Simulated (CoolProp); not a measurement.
Vapour pressure (kPa) of propylene glycol: the reference equation beside estimates from Tc = 674.0 K, pc = 7292 kPa, ω = 0.327. Clausius-Clapeyron is anchored at 377.1 K with a constant enthalpy of vaporisation of 59.72 kJ/mol.

Values from CoolProp's reference Helmholtz-energy equation of state, Eisenbach 2021.

```json
[
 {"T (K)": "365", "reference": "1.924", "Lee-Kesler": "13.20", "Clausius-Clapeyron": "1.935", "van der Waals": "341.3", "Soave-Redlich-Kwong": "13.47", "Peng-Robinson": "14.25"},
 {"T (K)": "377.1", "reference": "3.639", "Lee-Kesler": "21.35", "Clausius-Clapeyron": "3.639", "van der Waals": "418.0", "Soave-Redlich-Kwong": "21.71", "Peng-Robinson": "22.73"},
 {"T (K)": "389.3", "reference": "6.588", "Lee-Kesler": "33.46", "Clausius-Clapeyron": "6.610", "van der Waals": "506.7", "Soave-Redlich-Kwong": "33.91", "Peng-Robinson": "35.16"},
 {"T (K)": "401.5", "reference": "11.41", "Lee-Kesler": "50.78", "Clausius-Clapeyron": "11.58", "van der Waals": "607.6", "Soave-Redlich-Kwong": "51.29", "Peng-Robinson": "52.75"},
 {"T (K)": "413.6", "reference": "18.92", "Lee-Kesler": "74.63", "Clausius-Clapeyron": "19.54", "van der Waals": "720.4", "Soave-Redlich-Kwong": "75.14", "Peng-Robinson": "76.74"},
 {"T (K)": "425.8", "reference": "30.40", "Lee-Kesler": "107.2", "Clausius-Clapeyron": "32.14", "van der Waals": "847.7", "Soave-Redlich-Kwong": "107.6", "Peng-Robinson": "109.2"},
 {"T (K)": "437.9", "reference": "47.12", "Lee-Kesler": "149.8", "Clausius-Clapeyron": "51.22", "van der Waals": "988.1", "Soave-Redlich-Kwong": "150.1", "Peng-Robinson": "151.6"},
 {"T (K)": "450.1", "reference": "71.19", "Lee-Kesler": "205.5", "Clausius-Clapeyron": "79.90", "van der Waals": "1145", "Soave-Redlich-Kwong": "205.6", "Peng-Robinson": "206.6"},
 {"T (K)": "462.2", "reference": "104.4", "Lee-Kesler": "275.6", "Clausius-Clapeyron": "121.3", "van der Waals": "1315", "Soave-Redlich-Kwong": "275.5", "Peng-Robinson": "275.7"},
 {"T (K)": "474.4", "reference": "149.9", "Lee-Kesler": "364.0", "Clausius-Clapeyron": "180.9", "van der Waals": "1503", "Soave-Redlich-Kwong": "363.7", "Peng-Robinson": "362.7"},
 {"T (K)": "486.5", "reference": "210.1", "Lee-Kesler": "471.8", "Clausius-Clapeyron": "263.7", "van der Waals": "1706", "Soave-Redlich-Kwong": "471.5", "Peng-Robinson": "468.8"},
 {"T (K)": "498.7", "reference": "289.4", "Lee-Kesler": "603.7", "Clausius-Clapeyron": "378.4", "van der Waals": "1928", "Soave-Redlich-Kwong": "603.6", "Peng-Robinson": "598.8"},
 {"T (K)": "510.9", "reference": "391.3", "Lee-Kesler": "761.9", "Clausius-Clapeyron": "533.7", "van der Waals": "2168", "Soave-Redlich-Kwong": "762.6", "Peng-Robinson": "755.0"}
]
```

Absolute difference from the reference over all 13 rows, mean and median: Lee-Kesler 262.6 and 217.9 %, Clausius-Clapeyron 12.5 and 8.7 %, van der Waals 4272.2 and 1997.0 %, Soave-Redlich-Kwong 265.7 and 218.5 %, Peng-Robinson 274.4 and 221.7 %.
